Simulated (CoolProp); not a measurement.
Values from CoolProp's reference Helmholtz-energy equation of state, Lemmon 2013.

For propylene, give the phase and the Z, cp (kJ/(kg K)), viscosity (µPa s) at 301.85 °C and 68.3 bar.


- 301.85 °C and 68.3 bar: supercritical; Z 0.908, cp 2.69, viscosity 19.2

Viscosity comes from a separate model (Huber 2003), an estimate that may be off by 10 % or more.
